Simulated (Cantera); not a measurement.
A closed system holds: 1 mol CuO, 3 mol CO, equilibrated at 627 °C and 32.0 Pa.

Cantera equilibrium calculation (NASA polynomials, part measured and part estimated; ideal gas, pure solids and liquids). Candidate condensed phases: C, Cu, CuO, Cu2O; 15 gas species. Kinetics and transport are ignored.

Base state: CO 0.667, CO2 0.333 (mole fractions); condensed: Cu(s).

Question: What changes in the equilibrium state with this change: CuO replaced by PbO?

Answer: 
```csv
species,before,after
CO,0.667,0.664
CO2,0.333,0.332
Pb,0,0.00428
"Cu(s), mol",1.00,0
"Pb(l), mol",0,0.987
```
Further candidate phases: Pb, PbO, PbO2, Pb3O4.

Question: What changes in the equilibrium state with this change: temperature from 627 °C to 1377 °C?

Answer: 
```
species     before     after
----------  ------  --------
CO           0.667     0.500
CO2          0.333     0.250
Cu           <1e-9     0.250
Cu2          <1e-9  0.000230
Cu(s), mol    1.00         0
```
